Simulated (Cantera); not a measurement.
Feed: 1 mol SiCl4, 1.3 mol Cl2, a varied amount of H2, at 925 °C and 28.0 bar.

Cantera equilibrium calculation (NASA polynomials, part measured and part estimated; ideal gas, pure solids and liquids). Candidate condensed phases: Si; 19 gas species. The tables' values for SiCl3 are old estimates; treat these amounts as uncertain. Kinetics and transport are ignored.

x: gas mole fraction; nothing condenses.

```
n(H2) (mol)     x H2  x HCl  x SiCl4     x Cl2    x SiHCl3
-----------  -------  -----  -------  --------  ----------
0.94         3.86e-9  0.580    0.309     0.111  (withheld)
3.6            0.386  0.445    0.165  6.53e-10  (withheld)
6.2            0.571  0.312    0.112  2.17e-10  (withheld)
8.9            0.672  0.239   0.0827  1.08e-10     0.00627
12             0.741  0.189   0.0630  6.13e-11     0.00665
14             0.772  0.167   0.0543  4.58e-11     0.00676
17             0.806  0.142   0.0446  3.19e-11     0.00682
19             0.824  0.129   0.0398  2.59e-11     0.00681
```

Question: Fill in the missing entries.

Answer: 
- 0.94, x SiHCl3: 5.53e-11
- 3.6, x SiHCl3: 0.00386
- 6.2, x SiHCl3: 0.00552
